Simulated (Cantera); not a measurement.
# Diamond growth

A diamond (100) surface in a fixed gas of H2 with x(CH4) = 0.017, x(H) = 0.0015, x(CH3) = 0.00014, 1000 Pa; coverages are run to steady state.

Computed with Cantera and the Harris–Goodwin 1993 mechanism for the reconstructed diamond (100) surface.

```tsv
T (K)	growth (µm/h)	θ c6HH	θ c6H*	θ c6*H	θ c6**	θ c6HM
925	0.426	0.619	0.0113	0.290	0.00482	0.0590
975	0.461	0.589	0.0152	0.336	0.00726	0.0393
1025	0.372	0.562	0.0199	0.380	0.0104	0.0201
1075	0.233	0.531	0.0249	0.418	0.0141	0.00774
1125	0.145	0.499	0.0299	0.448	0.0182	0.00258
1175	0.115	0.468	0.0351	0.472	0.0225	0.000842
1225	0.113	0.442	0.0401	0.490	0.0269	0.000279
1275	0.113	0.419	0.0451	0.503	0.0312	9.42e-5
1325	0.0921	0.401	0.0500	0.513	0.0352	3.18e-5
1375	0.0558	0.387	0.0547	0.519	0.0388	1.12e-5
```
θ: site fractions in the mechanism's names (c6HH fully hydrogenated, c6H* and c6*H radical sites, c6** diradical, c6HM methylated).
